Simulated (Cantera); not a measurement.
What does this Cantera script print?

```python
import numpy as np
import cantera as ct

gas_names = """
    Fe FeO Fe(OH)2 H HO2 H2 H2O H2O2 H2S H2SO4 O OH O2 O3 S SH SO SO2 SO3 S2 S2O S8
""".split()
cond_names = """
    Fe(a) Fe(c) Fe(d) Fe(L) FeO(s) FeO(L) Fe(OH)2(s) Fe(OH)3(s) FeS(a) FeS(b) FeS(c) FeS(L) FeSO4(s)
    FeS2(s) Fe2O3(s) Fe2S3O12(s) Fe3O4(s) H2O(s) H2O(L) H2SO4(L) S(cr1) S(cr2) S(L)
""".split()


def load(file, names, dense=False):
    # The tables refer to 1 bar. Condensed volumes are neglected.
    table = {s.name: s for s in ct.Species.list_from_file(file)}
    out = []
    for n in names:
        d = dict(table[n].input_data)
        d["thermo"] = dict(d["thermo"], **{"reference-pressure": 1e5})
        if dense:
            d["equation-of-state"] = {"model": "constant-volume", "density": "1e6 g/cm^3"}
        out.append(ct.Species.from_dict(d))
    return out


gas = ct.Solution(thermo="ideal-gas", species=load("nasa_gas.yaml", gas_names))
cond = {s.name: ct.Solution(thermo="fixed-stoichiometry", species=[s], name=s.name)
        for s in load("nasa_condensed.yaml", cond_names, dense=True)}
atoms = {
    'FeS2': {'Fe': 1, 'S': 2},
    'H2': {'H': 2},
    'H2O': {'H': 2, 'O': 1},
}
top_T = {'FeSO4(s)': 950, 'FeS2(s)': 1010, 'Fe2O3(s)': 1830, 'Fe2S3O12(s)': 1100, 'Fe3O4(s)': 1870}  # K; cautious upper limits of use, not melting points


def equilibrate(T, P, feed):
    n = {}
    for name, mol in feed.items():
        for a, k in atoms[name].items():
            n[a] = n.get(a, 0.0) + k * mol
    gas.TPX = T, P, n
    mass = sum(n.values()) * gas.mean_molecular_weight
    gas.equilibrate("TP")
    valid = [c for c in cond.values() if c.min_temp <= T <= top_T.get(c.name, c.max_temp)]
    mix = ct.Mixture([(gas, mass / gas.mean_molecular_weight)] + [(c, 0.0) for c in valid])
    mix.T, mix.P = T, P
    mix.equilibrate("TP", solver="vcs", rtol=1e-11, max_steps=5000)
    return mix


results = []
feed = {'FeS2': 1, 'H2': 7.8, 'H2O': 0.74}  # mol
T = 1175  # K
P = 28000  # Pa
mix = equilibrate(T, P, feed)
results.append((T, P, feed, dict(zip(mix.species_names, mix.species_moles))))
print(gas.report(threshold=0.001))
for i in range(1, mix.n_phases):
    print(f"{mix.phase(i).name:16s} {mix.phase_moles(i):12.5e} mol")
```

Output:

```
       temperature   1175 K
          pressure   28000 Pa
           density   0.020508 kg/m^3
  mean mol. weight   7.1556 kg/kmol
   phase of matter   gas

                          1 kg             1 kmol
                     ---------------   ---------------
          enthalpy        6.3395e+05        4.5363e+06  J
   internal energy       -7.3135e+05       -5.2332e+06  J
           entropy             28433        2.0345e+05  J/K
    Gibbs function       -3.2775e+07       -2.3452e+08  J
 heat capacity c_p            4761.7             34073  J/K
 heat capacity c_v            3599.8             25758  J/K

                      mass frac. Y      mole frac. X     chem. pot. / RT
                     ---------------   ---------------   ---------------
                H2           0.22437           0.79638           -19.422
               H2O           0.21813          0.086641           -53.864
               H2S           0.55643           0.11684           -33.103
     [  +19 minor]         0.0010744        0.00013391

Fe(a)             0.00000e+00 mol
FeO(s)            0.00000e+00 mol
Fe(OH)2(s)        0.00000e+00 mol
Fe(OH)3(s)        0.00000e+00 mol
FeS(c)            1.00000e+00 mol
Fe2O3(s)          0.00000e+00 mol
Fe3O4(s)          0.00000e+00 mol
S(L)              0.00000e+00 mol
```

Equilibrium computed with Cantera from the NASA thermochemical tables; the gas is ideal and each condensed phase is pure. FeS: taken at fixed stoichiometry. Gases not in the tables: S3 to S7.
